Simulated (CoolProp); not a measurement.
Vapour-liquid equilibrium of carbon dioxide (1) + CH3F (R41) (2) at 244.4 K; x and y are mole fractions of (1).

Model: multi-fluid Helmholtz-energy mixture model, Span 1996 and Lemmon 2006; pair parameters Bell 2016, in CoolProp.

```csv
x,"bubble pressure, mixture model (bar)","bubble pressure, Raoult's law (bar)","y, mixture model","y, Raoult's law"
0.05,8.858,8.874,0.076,0.084
0.125,9.297,9.349,?,0.199
0.2,9.726,9.824,?,0.303
0.275,?,10.30,0.367,0.398
0.35,10.58,10.77,0.451,0.484
0.425,?,11.25,?,0.562
0.5,11.46,11.72,0.605,0.635
0.575,11.92,12.20,0.676,0.702
0.65,12.40,12.67,0.743,0.764
0.725,12.90,13.15,0.806,0.821
0.8,13.41,13.62,0.865,0.874
0.875,13.95,14.10,?,0.924
0.95,14.51,14.57,0.969,0.971
```

**Question.** Complete the blanks.

**Answer.** 
- 0.125, y, mixture model: 0.182
- 0.2, y, mixture model: 0.278
- 0.275, bubble pressure, mixture model (bar): 10.15
- 0.425, bubble pressure, mixture model (bar): 11.02
- 0.425, y, mixture model: 0.530
- 0.875, y, mixture model: 0.920

The largest gap from Raoult's law is -2.3 % in bubble pressure, at x = 0.575. No azeotrope shows between x = 0.05 and 0.95.

The pair parameters rest on a limited set of measurements; away from them the model extrapolates.
